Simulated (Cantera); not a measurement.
A Cantera script and what it prints.

```python
import numpy as np
import cantera as ct

gas_names = """
    Br Br2 H HBr H2 Si SiBr SiBr2 SiBr3 SiBr4 SiH SiHBr3 SiH2 SiH2Br2 SiH3 SiH3Br SiH4 Si2 Si3
""".split()
cond_names = """
    Br2(cr) Br2(L) Si(cr) Si(L)
""".split()


# ... load() reads the species with a 1 bar reference pressure and builds the phases ...
atoms = {
    'Si': {'Si': 1},
    'Br2': {'Br': 2},
    'H2': {'H': 2},
}
top_T = {}  # K; cautious upper limits of use, not melting points


# ... equilibrate(T, P, feed) seeds the gas with the atoms and calls Mixture.equilibrate('TP', solver="vcs", rtol=1e-11, max_steps=5000) ...
results = []
feed = {'Si': 1, 'Br2': 3.1, 'H2': 47}  # mol
P = 47  # Pa
for T in [975, 1075, 1175, 1275, 1375, 1475, 1575, 1675]:
    mix = equilibrate(T, P, feed)
    results.append((T, P, feed, dict(zip(mix.species_names, mix.species_moles))))

top = {s: max(r[3][s] / sum(r[3][g] for g in gas_names) for r in results) for s in gas_names}
cols = sorted((s for s in top if top[s] > 1e-05), key=lambda s: -top[s])[:6]
seen = [c for c in cond_names if any(r[3].get(c, 0) > 1e-12 for r in results)]
print("log10 of partial pressures in bar; condensed amounts in mol")
print(f"{'T/K':>10s}" + "".join(f"{s[:9]:>10s}" for s in cols + seen))
for T, P, feed, n in results:
    ng = sum(n[g] for g in gas_names)
    print(f"{T:10.4g}" + "".join(f"{np.log10(max(n[s] / ng * P / 1e5, 1e-99)):10.3f}" for s in cols)
          + "".join(f"{n.get(c, 0):10.4g}" for c in seen))
```

It prints:

```
log10 of partial pressures in bar; condensed amounts in mol
       T/K        H2       HBr        Br     SiBr2     SiBr4         H    Si(cr)
       975    -3.367    -4.488    -8.423    -5.605    -5.299   -10.625    0.1639
      1075    -3.376    -4.368    -7.539    -5.248    -6.079    -9.522    0.2845
      1175    -3.377    -4.363    -6.904    -5.151    -7.118    -8.600    0.2298
      1275    -3.377    -4.377    -6.384    -5.108    -8.064    -7.821    0.1639
      1375    -3.377    -4.394    -5.945    -5.084    -8.891    -7.153    0.1165
      1475    -3.377    -4.415    -5.570    -5.077    -9.629    -6.575    0.0979
      1575    -3.377    -4.445    -5.253    -5.094   -10.317    -6.070    0.1125
      1675    -3.380    -4.490    -4.991    -5.147   -10.993    -5.625    0.1288
```

Equilibrium computed with Cantera from the NASA thermochemical tables; the gas is ideal and each condensed phase is pure. The tables' values for SiBr, SiBr3 are old estimates; treat these amounts as uncertain.
